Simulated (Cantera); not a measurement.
**Premixed flame**

A freely propagating, adiabatic, planar premixed flame of 9.67 % CH₄, 16.2 % O₂, 74.2 % N₂, equivalence ratio 1.2, unburnt at 400 K and 2.10 bar; mixture-averaged transport, grid criteria slope 0.08 and curve 0.16, no radiation.

Computed with Cantera and GRI-Mech 3.0 (53 species, 325 reactions). Burning velocities carry a grid error of a few per cent, more on coarse grids.

```json
[
 {"z (mm)": "-1.17", "T (K)": "401", "u (m/s)": "0.231", "x CH₄": "0.0965", "x O₂": "0.161", "x O": "<1e-8", "x C₂H₄": "7.07e-8", "x CH₂": "<1e-8", "x HCO": "<1e-8"},
 {"z (mm)": "-0.782", "T (K)": "409", "u (m/s)": "0.236", "x CH₄": "0.0956", "x O₂": "0.160", "x O": "<1e-8", "x C₂H₄": "1.77e-6", "x CH₂": "<1e-8", "x HCO": "<1e-8"},
 {"z (mm)": "-0.586", "T (K)": "433", "u (m/s)": "0.251", "x CH₄": "0.0937", "x O₂": "0.158", "x O": "<1e-8", "x C₂H₄": "9.56e-6", "x CH₂": "<1e-8", "x HCO": "<1e-8"},
 {"z (mm)": "-0.391", "T (K)": "566", "u (m/s)": "0.331", "x CH₄": "0.0851", "x O₂": "0.148", "x O": "<1e-8", "x C₂H₄": "8.19e-5", "x CH₂": "<1e-8", "x HCO": "<1e-8"},
 {"z (mm)": "-0.195", "T (K)": "1044", "u (m/s)": "0.619", "x CH₄": "0.0545", "x O₂": "0.106", "x O": "1.33e-6", "x C₂H₄": "0.000559", "x CH₂": "1.13e-8", "x HCO": "1.11e-7"},
 {"z (mm)": "-0.0977", "T (K)": "1429", "u (m/s)": "0.853", "x CH₄": "0.0285", "x O₂": "0.0664", "x O": "2.20e-5", "x C₂H₄": "0.000991", "x CH₂": "1.24e-6", "x HCO": "2.92e-6"},
 {"z (mm)": "0", "T (K)": "1776", "u (m/s)": "1.06", "x CH₄": "0.00598", "x O₂": "0.0253", "x O": "0.000153", "x C₂H₄": "0.000485", "x CH₂": "2.67e-5", "x HCO": "1.14e-5"},
 {"z (mm)": "0.0977", "T (K)": "1910", "u (m/s)": "1.14", "x CH₄": "0.000359", "x O₂": "0.00615", "x O": "0.000301", "x C₂H₄": "1.52e-5", "x CH₂": "1.16e-5", "x HCO": "3.64e-6"},
 {"z (mm)": "0.195", "T (K)": "1942", "u (m/s)": "1.16", "x CH₄": "1.47e-5", "x O₂": "0.00179", "x O": "0.000281", "x C₂H₄": "1.03e-7", "x CH₂": "7.70e-7", "x HCO": "3.19e-7"},
 {"z (mm)": "0.391", "T (K)": "1967", "u (m/s)": "1.17", "x CH₄": "7.53e-8", "x O₂": "0.000584", "x O": "0.000176", "x C₂H₄": "<1e-8", "x CH₂": "<1e-8", "x HCO": "8.34e-8"},
 {"z (mm)": "0.782", "T (K)": "1989", "u (m/s)": "1.18", "x CH₄": "<1e-8", "x O₂": "0.000247", "x O": "7.99e-5", "x C₂H₄": "<1e-8", "x CH₂": "<1e-8", "x HCO": "5.35e-8"},
 {"z (mm)": "1.56", "T (K)": "2005", "u (m/s)": "1.19", "x CH₄": "<1e-8", "x O₂": "8.30e-5", "x O": "2.66e-5", "x C₂H₄": "<1e-8", "x CH₂": "<1e-8", "x HCO": "3.04e-8"},
 {"z (mm)": "3.13", "T (K)": "2014", "u (m/s)": "1.20", "x CH₄": "<1e-8", "x O₂": "2.26e-5", "x O": "7.22e-6", "x C₂H₄": "<1e-8", "x CH₂": "<1e-8", "x HCO": "1.58e-8"}
]
```
x: mole fraction of selected species; z is measured from the peak of heat release.

- laminar burning velocity: 23.0 cm/s
- thermal thickness: 0.391 mm
- peak x(O): 0.000307
- peak x(C₂H₄): 0.00102
- peak x(CH₂): 3.05e-5
- peak x(HCO): 1.14e-5
